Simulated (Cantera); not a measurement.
Input: 1 mol Fe₃O₄, 0.045 mol Cl₂, 0.036 mol H₂, at 427 °C and 465 Torr.

Equilibrium computed with Cantera from the NASA thermochemical tables; the gas is ideal and each condensed phase is pure. Candidate condensed phases: Fe, FeCl₂, FeCl₃, FeO, Fe(OH)₂, Fe(OH)₃, Fe₂O₃, Fe₃O₄, H₂O; 22 gas species. Condensed phases not in the tables: FeOCl. Equilibrium is a limit: real reactors are often held back by kinetics, nucleation or transport.

Task: What is the equilibrium state?

Result: 
* **x(H₂O)**: 0.744
* **x(HCl)**: 0.256
* **x(H₂)**: 9.38e-6
* **x(FeCl₂)**: 2.49e-6
* **n(FeCl₂(s))**: 0.0397 mol
* **n(Fe₂O₃(s))**: 0.0667 mol
* **n(Fe₃O₄(s))**: 0.942 mol
* **gas amount**: 0.04128 mol
* **log10 activity of Fe(OH)₂(s) (absent)**: -5.65
* **log10 activity of Fe(α) (absent)**: -7.73
* **log10 activity of Fe(OH)₃(s) (absent)**: -7.75
